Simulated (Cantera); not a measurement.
Cantera run, input and output.

```python
import numpy as np
import cantera as ct

gas = ct.Solution("h2o2.yaml")
gas.TPX = 1098, 38000, {'H2': 0.44, 'O2': 1, 'N2': 14}
reactor = ct.IdealGasConstPressureReactor(gas, energy="off", clone=False)
net = ct.ReactorNet([reactor])
net.rtol, net.atol = 1e-08, 1e-18
show = ['H2', 'O2', 'H2O2', 'HO2', 'H2O']
times = np.geomspace(4e-05, 10, 14)

steps = ct.SolutionArray(gas, extra=["t"])
rows = []
print(f"{'t/s':>10s}{'T/K':>9s}{'P/Pa':>11s}" + "".join(f"{s:>11s}" for s in show))
for t in times:
    while net.time < t:
        t_next = net.step()
        steps.append(gas.state, t=t_next)
    rows.append([np.interp(t, steps.t, y) for y in (steps.T, steps.P, *steps(*show).X.T)])
    print(f"{t:10.3e}{rows[-1][0]:9.1f}{rows[-1][1]:11.4g}" + "".join(f"{x:11.3e}" for x in rows[-1][2:]))
rate = np.gradient(steps.T, steps.t)
print("integrator steps:", len(steps.t))
if steps.T.max() > steps.T[0] + 200:
    print(f"time of steepest temperature rise: {steps.t[rate.argmax()]:.4e} s")
gas.TPX = 1098, 38000, {'H2': 0.44, 'O2': 1, 'N2': 14}
gas.equilibrate("TP")
print(f"equilibrium (TP): T = {gas.T:.1f} K  " + "  ".join(f"{s} {gas[s].X[0]:.3e}" for s in show))
```

Result:

```
       t/s      T/K       P/Pa         H2         O2       H2O2        HO2        H2O
 4.000e-05   1098.0    3.8e+04  2.850e-02  6.477e-02  1.240e-13  2.574e-10  1.312e-10
 1.041e-04   1098.0    3.8e+04  2.850e-02  6.477e-02  9.715e-13  8.866e-10  2.017e-09
 2.707e-04   1098.0    3.8e+04  2.850e-02  6.477e-02  2.591e-11  2.238e-08  1.625e-07
 7.043e-04   1098.0    3.8e+04  2.233e-02  6.175e-02  4.247e-07  1.148e-05  4.696e-03
 1.832e-03   1098.0    3.8e+04  4.402e-04  5.123e-02  9.251e-07  8.040e-06  2.822e-02
 4.766e-03   1098.0    3.8e+04  6.180e-05  5.124e-02  3.619e-07  2.657e-06  2.881e-02
 1.240e-02   1098.0    3.8e+04  1.075e-05  5.124e-02  1.125e-07  6.739e-07  2.889e-02
 3.226e-02   1098.0    3.8e+04  1.557e-06  5.125e-02  3.192e-08  1.474e-07  2.890e-02
 8.392e-02   1098.0    3.8e+04  1.877e-07  5.125e-02  9.163e-09  3.403e-08  2.891e-02
 2.183e-01   1098.0    3.8e+04  2.874e-08  5.125e-02  2.883e-09  9.608e-09  2.891e-02
 5.680e-01   1098.0    3.8e+04  7.584e-09  5.125e-02  1.002e-09  3.236e-09  2.891e-02
 1.478e+00   1098.0    3.8e+04  2.535e-09  5.125e-02  3.706e-10  1.273e-09  2.891e-02
 3.844e+00   1098.0    3.8e+04  9.444e-10  5.125e-02  1.441e-10  6.672e-10  2.891e-02
 1.000e+01   1098.0    3.8e+04  4.182e-10  5.125e-02  6.270e-11  5.426e-10  2.891e-02
integrator steps: 1564
equilibrium (TP): T = 1098.0 K  H2 2.615e-10  O2 5.125e-02  H2O2 3.569e-11  HO2 5.692e-10  H2O 2.891e-02
```

Cantera simulation using the H2/O2 subset of GRI-Mech 3.0, which has no nitrogen chemistry; the numbers are that mechanism's predictions, not measurements.
